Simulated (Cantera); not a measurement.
A Cantera script and what it prints.

```python
import numpy as np
import cantera as ct

gas_names = """
    CL CL2 H HCL H2 N NH NH2 NH3 N2 N2H2 N2H4 Si SiCL SiCL2 SiCL3 SiCL4 SiH SiHCL3 SiH2 SiH2CL2 SiH3
    SiH3CL SiH4 SiN Si2 Si2N Si3
""".split()
cond_names = """
    NH4CL(a) NH4CL(b) Si(cr) Si(L) Si3N4(a)
""".split()


# ... load() reads the species with a 1 bar reference pressure and builds the phases ...
atoms = {
    'Si2H6': {'Si': 2, 'H': 6},
    'Cl2': {'CL': 2},
    'N2': {'N': 2},
}
top_T = {'Si3N4(a)': 2400}  # K; cautious upper limits of use, not melting points


# ... equilibrate(T, P, feed) seeds the gas with the atoms and calls Mixture.equilibrate('TP', solver="vcs", rtol=1e-11, max_steps=5000) ...
results = []
T = 1500  # K
P = 6100  # Pa
for m in [5.5, 19, 32, 45, 58, 71, 84, 97, 110]:
    feed = {'Si2H6': 1, 'Cl2': 0.024, 'N2': m}  # mol
    mix = equilibrate(T, P, feed)
    results.append((T, P, feed, dict(zip(mix.species_names, mix.species_moles))))

top = {s: max(r[3][s] / sum(r[3][g] for g in gas_names) for r in results) for s in gas_names}
cols = sorted((s for s in top if top[s] > 0.001), key=lambda s: -top[s])[:8]
seen = [c for c in cond_names if any(r[3].get(c, 0) > 1e-12 for r in results)]
print("log10 of partial pressures in bar; condensed amounts in mol")
print(f"{'n(N2)':>10s}" + "".join(f"{s[:9]:>10s}" for s in cols + seen))
for T, P, feed, n in results:
    ng = sum(n[g] for g in gas_names)
    print(f"{feed['N2']:10.4g}" + "".join(f"{np.log10(max(n[s] / ng * P / 1e5, 1e-99)):10.3f}" for s in cols)
          + "".join(f"{n.get(c, 0):10.4g}" for c in seen))
```

Output:

```
log10 of partial pressures in bar; condensed amounts in mol
     n(N2)        N2        H2       HCL  Si3N4(a)
       5.5    -1.452    -1.598    -3.391    0.6667
        19    -1.283    -2.057    -3.850    0.6667
        32    -1.256    -2.269    -4.061    0.6667
        45    -1.244    -2.410    -4.203    0.6667
        58    -1.237    -2.517    -4.310    0.6667
        71    -1.233    -2.603    -4.395    0.6667
        84    -1.230    -2.674    -4.467    0.6667
        97    -1.228    -2.735    -4.528    0.6667
       110    -1.227    -2.789    -4.582    0.6667
```

These are equilibrium values from Cantera (NASA tables, ideal gas, pure condensed phases), not measurements of a reactor. The feed counts by its element totals alone.
